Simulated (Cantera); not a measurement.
An isothermal, constant-pressure homogeneous reactor starts with 98.3 % N2O, 1.67 % H2O, at 1548 K and 750 Torr.

Computed with Cantera and GRI-Mech 3.0 (53 species, 325 reactions). GRI-Mech 3.0 was tuned for natural gas; its chemistry of N2O as a main component is partial and can be far from experiment. The temperature is held fixed by assumption; the heat of reaction is taken as removed at once.

Q: Predict: x(N2O) at 5.00 s; x(H2O) at 5.00 s; x(N2) at 5.00 s; x(OH) at 5.00 s; x(H2O2) at 5.00 s.

A: 
| Quantity | Value |
|---|---|
| x(N2O) at 5.00 s | 5.45e-6 (gas-phase equilibrium 9.76e-8) |
| x(H2O) at 5.00 s | 0.0112 (gas-phase equilibrium 0.0112) |
| x(N2) at 5.00 s | 0.594 (gas-phase equilibrium 0.658) |
| x(OH) at 5.00 s | 4.17e-5 (gas-phase equilibrium 4.40e-5) |
| x(H2O2) at 5.00 s | 1.57e-9 (gas-phase equilibrium 1.75e-9) |
